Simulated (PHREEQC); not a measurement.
Solution (60 °C): 0.06 mol CdCl2 and 0.013 mol HCl per kg of water. Closed to the air; pH follows from the charge balance.

Equilibrium calculation in PHREEQC: ion-association model, phreeqc.dat.

The ionic strength comes out as 0.0910 mol/kgw. What activity coefficients do CdCl+, Cd+2, CdCl3-, Cl-, H+ get?

CdCl+ 0.77, Cd+2 0.36, CdCl3- 0.77, Cl- 0.76, H+ 0.82.

This is a speciation only: nothing precipitates in the calculation. Away from 25 °C the constants follow the database's enthalpies or fits; those with neither stay at their 25 °C values.
